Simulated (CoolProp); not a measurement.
A Linde-Hampson liquefier for carbon monoxide: isothermal reversible compression at 300 K from 1 atm to 20 MPa, throttling to 1 atm, return gas leaving the recuperator 10 K below the feed. Each further row changes one setting.

Computed with CoolProp (reference Helmholtz-energy equation of state, Lemmon 2006). It is a short technical equation, of lower accuracy than the large ones.

```json
[
 {"case": "as stated", "liquid yield per pass": "0.063", "compression work (kJ/kg of gas)": "470"},
 {"case": "high pressure 40 MPa", "liquid yield per pass": "0.084", "compression work (kJ/kg of gas)": "539"},
 {"case": "warm-end temperature 330 K", "liquid yield per pass": "0.042", "compression work (kJ/kg of gas)": "520"},
 {"case": "warm-end gap 15 K", "liquid yield per pass": "0.051", "compression work (kJ/kg of gas)": "470"}
]
```
